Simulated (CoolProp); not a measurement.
Vapour-liquid equilibrium of carbon dioxide (1) + n-perfluorobutane (2) at -29.95 °C; x and y are mole fractions of (1).

Values from CoolProp's multi-fluid Helmholtz-energy mixture model, Span 1996 and Gao 2022; pair parameters Bell 2016.

Give the bubble pressure and the first vapour's composition at x = 0.35, 0.5, 0.65. Is there an azeotrope?

x = 0.35: 0.7461 MPa, y = 0.966; x = 0.5: 0.9162 MPa, y = 0.974; x = 0.65: 1.032 MPa, y = 0.979. No azeotrope shows between x = 0.05 and 0.95.

Pair parameters are fitted to limited data, so mixtures are less certain than the pure fluids. The gap from Raoult's law changes sign with composition, which may be real or a fault of the pair parameters; it wasn't checked against measurements. With so large a gap from Raoult's law the liquid may split in two, which this calculation doesn't test in full.
